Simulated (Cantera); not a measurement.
A closed system holds: 1 mol CaO, 2.5 mol O2, 2.3 mol N2, equilibrated at 13.3 mbar.

Equilibrium computed with Cantera from the NASA thermochemical tables; the gas is ideal and each condensed phase is pure. Candidate condensed phases: Ca, CaO; 12 gas species. Kinetics and transport are ignored.

### Question
At 1350 °C, list the 4 most abundant gas species with their mole fractions, and the condensed phases.

### Answer
O2 0.519, N2 0.478, NO 0.00261, O 0.000119. Condensed: CaO(s).
